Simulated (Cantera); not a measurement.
Cantera run:

```python
import numpy as np
import cantera as ct

gas_names = """
    Fe FeO N NO NO2 NO3 N2 N2O O O2 O3 S SN SO SO2 SO3 S2 S2O S8
""".split()
cond_names = """
    Fe(a) Fe(c) Fe(d) Fe(L) FeO(s) FeO(L) FeS(a) FeS(b) FeS(c) FeS(L) FeSO4(s) FeS2(s) Fe2O3(s)
    Fe2S3O12(s) Fe3O4(s) S(cr1) S(cr2) S(L)
""".split()


# ... load() reads the species with a 1 bar reference pressure and builds the phases ...
atoms = {
    'FeS': {'Fe': 1, 'S': 1},
    'SO3': {'S': 1, 'O': 3},
    'N2': {'N': 2},
}
top_T = {'FeSO4(s)': 950, 'FeS2(s)': 1010, 'Fe2O3(s)': 1830, 'Fe2S3O12(s)': 1100, 'Fe3O4(s)': 1870}  # K; cautious upper limits of use, not melting points


# ... equilibrate(T, P, feed) seeds the gas with the atoms and calls Mixture.equilibrate('TP', solver="vcs", rtol=1e-11, max_steps=5000) ...
results = []
feed = {'FeS': 1, 'SO3': 1.1, 'N2': 2.9}  # mol
T = 1600  # K
P = 42000  # Pa
mix = equilibrate(T, P, feed)
results.append((T, P, feed, dict(zip(mix.species_names, mix.species_moles))))
print(gas.report(threshold=1e-06))
for i in range(1, mix.n_phases):
    print(f"{mix.phase(i).name:16s} {mix.phase_moles(i):12.5e} mol")
```

It prints:

```
       temperature   1600 K
          pressure   42000 Pa
           density   0.12889 kg/m^3
  mean mol. weight   40.824 kg/kmol
   phase of matter   gas

                          1 kg             1 kmol
                     ---------------   ---------------
          enthalpy       -4.2033e+05        -1.716e+07  J
   internal energy        -7.462e+05       -3.0463e+07  J
           entropy            7008.5        2.8611e+05  J/K
    Gibbs function       -1.1634e+07       -4.7494e+08  J
 heat capacity c_p            1011.9             41310  J/K
 heat capacity c_v            808.24             32995  J/K

                      mass frac. Y      mole frac. X     chem. pot. / RT
                     ---------------   ---------------   ---------------
                N2           0.44174           0.64373           -27.521
                 S        4.3086e-05        5.4863e-05           -12.395
                SO         0.0063942         0.0054316            -35.87
               SO2           0.40953           0.26099           -59.344
                S2           0.13598          0.086573            -24.79
               S2O         0.0063109         0.0032157           -48.265
     [  +13 minor]           1.8e-06        1.3905e-06

Fe(c)             0.00000e+00 mol
FeO(s)            9.09491e-01 mol
FeS(L)            9.05085e-02 mol
Fe2O3(s)          0.00000e+00 mol
Fe3O4(s)          0.00000e+00 mol
S(L)              0.00000e+00 mol
```

Cantera equilibrium calculation (NASA polynomials, part measured and part estimated; ideal gas, pure solids and liquids). Metal and sulfide melt together well below either melting point, which pure phases cannot show. Mutual solubility and eutectic melting of coexisting phases are not modelled. The tables' stoichiometric FeO is somewhat more stable than real wüstite, so its field is too wide. FeO, FeS: taken at fixed stoichiometry.
